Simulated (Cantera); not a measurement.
Input: 1 mol SiC, 0.48 mol CO₂, 59 mol H₂, at 0.110 Pa.

These are equilibrium values from Cantera (NASA tables, ideal gas, pure condensed phases), not measurements of a reactor. Candidate condensed phases: C, C₆H₆, C₇H₈, C₈H₁₈, H₂O, Si, SiC, SiO₂; 123 gas species. Rates play no part. All values below are at 1323 K.

Base state: H₂ 0.982, CO 0.0120, SiO 0.00400, H 0.00150 (mole fractions); condensed: SiC(s).

Task: What changes in the equilibrium state with this change: SiC replaced by Si₃N₄?

Result: 
```
species       before     after
-----------  -------  --------
H₂             0.982     0.951
N₂                 0    0.0323
SiO          0.00400    0.0153
CO            0.0120  0.000201
Si           5.33e-6   8.06e-5
H            0.00150   0.00147
SiC(s), mol    0.760     0.468
Si(s), mol         0      1.58
```
Mutual solubility and eutectic melting of coexisting phases are not modelled. Further candidate phases: Si₂N₂O, Si₃N₄.
